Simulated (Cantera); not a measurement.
A closed system holds: 1 mol Si₂H₆, 1.8 mol H₂O, 44 mol N₂, 17 mol N₂O, at 1225 °C and 0.120 Torr.

These are equilibrium values from Cantera (NASA tables, ideal gas, pure condensed phases), not measurements of a reactor. Candidate condensed phases: H₂O, Si, SiO₂, Si₂N₂O, Si₃N₄; 35 gas species. The feed counts by its element totals alone. The tables hold silica as quartz up to 1696 K and as liquid above; real silica turns to tridymite and cristobalite and melts near 1996 K. Rates play no part.

Problem. What is the equilibrium state?

Solution. 
```json
{
 "x(N₂)": "0.861",
 "x(O₂)": "0.0701",
 "x(H₂O)": "0.0675",
 "x(NO)": "0.000732",
 "x(OH)": "0.000428",
 "x(O)": "8.28e-5",
 "x(H₂)": "3.72e-5",
 "x(H)": "8.30e-6",
 "n(SiO₂(β-quartz))": "2.00 mol",
 "gas_amount": "70.81 mol",
 "log10 activity of Si(s) (absent)": "-17.50"
}
```
